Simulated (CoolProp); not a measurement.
C2F6 (R116) along the isotherm 425 K: Z from the reference equation and from simpler models built on Tc = 293.0 K, pc = 3.048 MPa, ω = 0.257; each cubic takes its own stable root.

Computed with CoolProp (reference Helmholtz-energy equation of state, Lemmon 2006). It is a short technical equation, of lower accuracy than the large ones.

| p (MPa) | phase | reference | van der Waals | Redlich-Kwong | Soave-Redlich-Kwong |
|---|---|---|---|---|---|
| 2.77 | gas | 0.9292 | 0.8919 | 0.9038 | 0.9356 |
| 5.54 | supercritical | 0.8716 | 0.7849 | 0.8227 | 0.8891 |
| 8.31 | supercritical | 0.8361 | 0.7253 | 0.7756 | 0.8680 |
| 11.1 | supercritical | 0.8295 | 0.7470 | 0.7714 | 0.8736 |
| 13.9 | supercritical | 0.8511 | 0.8119 | 0.7991 | 0.9002 |
| 16.6 | supercritical | 0.8911 | 0.8895 | 0.8423 | 0.9390 |
| 19.4 | supercritical | 0.9444 | 0.9759 | 0.8958 | 0.9875 |
| 22.2 | supercritical | 1.004 | 1.065 | 0.9539 | 1.041 |
| 24.9 | supercritical | 1.066 | 1.151 | 1.012 | 1.095 |
| 27.7 | supercritical | 1.131 | 1.241 | 1.074 | 1.154 |
| 30.5 | supercritical | 1.198 | 1.332 | 1.136 | 1.213 |
